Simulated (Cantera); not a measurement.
A Cantera script and what it prints.

```python
import numpy as np
import cantera as ct

gas_names = """
    F FO FO2 F2 F2O H HF HNO HNO2 HNO3 HOF HO2 H2 H2F2 H2O H2O2 H3F3 H4F4 H5F5 H6F6 H7F7 N NF NF2 NF3 NH
    NH2 NH3 NH2OH NO NO2 NO3 N2 N2H2 N2H4 N2O O OH O2 O3
""".split()
cond_names = """
    H2O(s) H2O(L)
""".split()


# ... load() reads the species with a 1 bar reference pressure and builds the phases ...
atoms = {
    'HF': {'H': 1, 'F': 1},
    'H2O': {'H': 2, 'O': 1},
    'N2': {'N': 2},
}
top_T = {}  # K; cautious upper limits of use, not melting points


# ... equilibrate(T, P, feed) seeds the gas with the atoms and calls Mixture.equilibrate('TP', solver="vcs", rtol=1e-11, max_steps=5000) ...
results = []
feed = {'HF': 1, 'H2O': 6.1, 'N2': 18}  # mol
T = 3150  # K
P = 17  # Pa
mix = equilibrate(T, P, feed)
results.append((T, P, feed, dict(zip(mix.species_names, mix.species_moles))))
x = sorted(zip(gas.X, gas.species_names), reverse=True)
print(f"T = {T:g} K  P = {P:g} Pa  gas = {mix.phase_moles(0):.4g} mol")
print("   x: " + "  ".join(f"{s} {v:.3e}" for v, s in x if v > 1e-05))
print("   condensed (mol): " + ("  ".join(f"{mix.phase(i).name} {mix.phase_moles(i):.4g}"
      for i in range(1, mix.n_phases) if mix.phase_moles(i) > 1e-12) or "none"))
```

It prints:

```
T = 3150 K  P = 17 Pa  gas = 38.18 mol
   x: N2 4.700e-01  H 3.420e-01  O 1.582e-01  F 2.337e-02  HF 2.824e-03  N 1.840e-03  NO 1.068e-03  H2 3.314e-04  OH 2.544e-04  O2 1.245e-04
   condensed (mol): none
```

Equilibrium computed with Cantera from the NASA thermochemical tables; the gas is ideal and each condensed phase is pure.
